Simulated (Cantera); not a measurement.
## Halide evaporation, hydrolysis and transport: CuF₂ + H₂ + N₂

Charge: 1 mol CuF₂, 5.7 mol H₂, 81 mol N₂, at 700 K and 0.00135 Torr.

Equilibrium computed with Cantera from the NASA thermochemical tables; the gas is ideal and each condensed phase is pure. Candidate condensed phases: Cu, CuF₂; 25 gas species. Kinetics and transport are ignored.

```json
{
  "x(N₂)": "0.924",
  "x(H₂)": "0.0536",
  "x(HF)": "0.0228",
  "n(Cu(s))": "1.00 mol",
  "gas_amount": "87.70 mol",
  "log10 activity of CuF₂(s) (absent)": "-16.97"
}
```
